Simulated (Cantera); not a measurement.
Feed: 1 mol CF4, 0.03 mol CH4, equilibrated at 2525 °C and 6.40 Pa.

Equilibrium computed with Cantera from the NASA thermochemical tables; the gas is ideal and each condensed phase is pure. Candidate condensed phases: C, C6H6, C7H8, C8H18; 95 gas species. The numbers say what is thermodynamically allowed, not how fast it happens.

Base state: F 0.844, C 0.0457, C3 0.0450, CF 0.0282, HF 0.0177, C2 0.00968, H 0.00903, CF2 0.000363 (mole fractions); condensed: gas only.

Task: What changes in the equilibrium state with this change: temperature from 2525 °C to 2900 °C?

Result: 
| species | before | after |
|---|---|---|
| F | 0.844 | 0.784 |
| C | 0.0457 | 0.176 |
| H | 0.00903 | 0.0218 |
| C3 | 0.0450 | 0.00289 |
| HF | 0.0177 | 0.00193 |
| CF | 0.0282 | 0.00599 |
| C5 | 8.81e-5 | 1.92e-7 |
| CF2 | 0.000363 | 5.00e-6 |

Task: What changes in the equilibrium state with this change: CH4 from 0.03 to 0.33 mol?

Result: 
| species | before | after |
|---|---|---|
| F | 0.844 | 0.606 |
| HF | 0.0177 | 0.150 |
| H | 0.00903 | 0.107 |
| CF | 0.0282 | 0.0216 |
| C3 | 0.0450 | 0.0550 |
| C2 | 0.00968 | 0.0111 |
| C | 0.0457 | 0.0489 |
| H2 | 7.91e-7 | 0.000110 |
| C2H | 7.76e-6 | 0.000105 |
| CF2 | 0.000363 | 0.000200 |
| C5 | 8.81e-5 | 0.000123 |
| C4 | 3.73e-5 | 4.87e-5 |
